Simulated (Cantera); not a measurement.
A perfectly stirred reactor is fed with CH4 : C2H6 : O2 : N2 : CO2 = 1 : 1.4 : 5.75 : 21.6 : 0.85 (molar parts), at 6.10 bar; it is adiabatic with a 375 K inlet, and is followed from long to short residence time, starting on the burning branch (τ in s: 0.19, 0.072, 0.027, 0.0099, 0.0037, 0.0014, 0.00051, 0.00019, 7e-05).

Computed with Cantera and GRI-Mech 3.0 (53 species, 325 reactions).

x: mole fraction; the columns are a selection and need not sum to one.

| τ (s) | T (K) | x CH4 | x C2H6 | x O2 | x HCO | x NO2 | x HCN |
|---|---|---|---|---|---|---|---|
| 0.19 | 2166 | 1.01e-5 | 6.58e-8 | 4.56e-5 | 3.10e-8 | 3.82e-9 | ___ |
| 0.072 | 2164 | 1.72e-5 | 1.65e-7 | 8.56e-5 | 4.34e-8 | 5.63e-9 | ___ |
| 0.027 | 2161 | 2.51e-5 | 4.02e-7 | 0.000165 | 7.02e-8 | 8.78e-9 | ___ |
| 0.0099 | 2155 | 3.36e-5 | 9.64e-7 | 0.000324 | 1.30e-7 | 1.40e-8 | ___ |
| 0.0037 | 2147 | 4.46e-5 | 2.20e-6 | 0.000622 | 2.60e-7 | 2.16e-8 | ___ |
| 0.0014 | 2133 | 6.41e-5 | 4.89e-6 | 0.00118 | 5.56e-7 | 3.10e-8 | ___ |
| 0.00051 | 2111 | 0.000107 | 1.14e-5 | 0.00226 | 1.30e-6 | 4.05e-8 | ___ |
| 0.00019 | 2078 | 0.000216 | 2.78e-5 | 0.00435 | 3.14e-6 | 4.54e-8 | ___ |
| 7.0e-5 | 2010 | 0.000665 | 9.16e-5 | 0.0100 | 7.95e-6 | 3.87e-8 | ___ |

Q: What belongs in the gaps?

A: 
- 0.19, x HCN: 8.69e-7
- 0.072, x HCN: 1.86e-6
- 0.027, x HCN: 3.52e-6
- 0.0099, x HCN: 6.04e-6
- 0.0037, x HCN: 9.56e-6
- 0.0014, x HCN: 1.44e-5
- 0.00051, x HCN: 2.12e-5
- 0.00019, x HCN: 3.03e-5
- 7.0e-5, x HCN: 3.99e-5
